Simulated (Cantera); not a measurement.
## Adiabatic ignition

An adiabatic, constant-volume homogeneous reactor starts with 46.9 % H2, 11.2 % O2, 42.0 % N2, equivalence ratio 2.1, at 1025 K and 29.0 bar.

Computed with Cantera and GRI-Mech 3.0 (53 species, 325 reactions). The hydrogen kinetics of GRI-Mech 3.0 are dated; newer H2 mechanisms differ, most at raised pressure. The pressure lies above the range GRI-Mech 3.0 was tuned for (to about 10 atm).

```tsv
t (s)	T (K)	P (bar)	x H2	x O2	x H	x H2O2	x NO	x NO2	x O
2.00e-6	1025	29.0	0.469	0.112	3.22e-11	1.26e-10	<1e-12	<1e-12	1.87e-12
5.53e-6	1025	29.0	0.469	0.112	3.54e-11	9.56e-10	<1e-12	<1e-12	2.06e-12
1.53e-5	1025	29.0	0.469	0.112	4.46e-11	7.26e-9	<1e-12	<1e-12	2.60e-12
4.23e-5	1025	29.0	0.469	0.112	7.36e-11	5.55e-8	<1e-12	<1e-12	4.29e-12
0.000117	1025	29.0	0.469	0.112	1.89e-10	4.39e-7	<1e-12	<1e-12	1.10e-11
0.000323	1025	29.0	0.469	0.112	1.10e-9	4.91e-6	<1e-12	<1e-12	6.41e-11
0.000894	1027	29.1	0.469	0.111	1.41e-8	0.000112	<1e-12	<1e-12	8.28e-10
0.00247	2940	74.3	0.272	1.50e-5	0.00799	1.30e-7	0.000290	1.27e-8	4.15e-5
0.00684	2940	74.3	0.272	1.50e-5	0.00799	1.30e-7	0.000290	1.27e-8	4.15e-5
0.0189	2940	74.3	0.272	1.50e-5	0.00799	1.30e-7	0.000290	1.27e-8	4.15e-5
0.0523	2940	74.3	0.272	1.50e-5	0.00799	1.30e-7	0.000290	1.27e-8	4.15e-5
0.145	2940	74.3	0.272	1.50e-5	0.00799	1.30e-7	0.000290	1.27e-8	4.15e-5
0.400	2940	74.3	0.272	1.50e-5	0.00799	1.30e-7	0.000290	1.27e-8	4.15e-5
```
x: mole fraction; the columns are a selection and need not sum to one.

```
Property                                                            Result
---------------------------------  ---------------------------------------
time of steepest temperature rise                                  1.96 ms
temperature at 0.400 s                                              2940 K
equilibrium temperature                                             2940 K
x(H2) at 0.400 s                       0.272 (gas-phase equilibrium 0.272)
x(O2) at 0.400 s                   1.50e-5 (gas-phase equilibrium 1.50e-5)
x(H) at 0.400 s                    0.00799 (gas-phase equilibrium 0.00799)
```
